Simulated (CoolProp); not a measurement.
A Linde-Hampson liquefier for normal hydrogen: isothermal reversible compression at 280 K from 1 atm to 30 MPa, throttling to 1 atm, return gas leaving the recuperator 10 K below the feed. Each further row changes one setting.

The numbers come from the reference Helmholtz-energy equation of state, Leachman 2009 in CoolProp.

```json
[
 {"case": "as stated", "compression work (kJ/kg of gas)": "6790"},
 {"case": "high pressure 60 MPa", "compression work (kJ/kg of gas)": "7830"},
 {"case": "warm-end temperature 310 K", "compression work (kJ/kg of gas)": "7500"},
 {"case": "warm-end gap 15 K", "compression work (kJ/kg of gas)": "6790"}
]
```
